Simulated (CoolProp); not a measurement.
Properties of octamethyltrisiloxane (MDM) along the isobar 427 kPa (Tc = 565.4 K, pc = 1438 kPa, ω = 0.528).

Model: reference Helmholtz-energy equation of state, Thol 2017, in CoolProp.

```csv
T (K),phase,density (kg/m³),cp (kJ/(kg K)),speed of sound (m/s)
397.7,liquid,710.2,2.033,596.0
417.4,liquid,686.8,2.087,535.1
437.1,liquid,662.0,2.142,[?]
456.8,liquid,635.2,2.201,414.4
476.5,liquid,605.4,2.269,353.1
496.2,gas,[?],2.032,[?]
515.9,gas,28.19,2.050,113.1
535.6,gas,[?],2.075,119.2
555.3,gas,24.78,2.104,124.5
575,gas,[?],2.135,129.2
```

Some entries are withheld; supply them.


- 437.1, speed of sound (m/s): 474.8
- 496.2, density (kg/m³): 30.59
- 496.2, speed of sound (m/s): 105.6
- 535.6, density (kg/m³): 26.32
- 575, density (kg/m³): 23.49
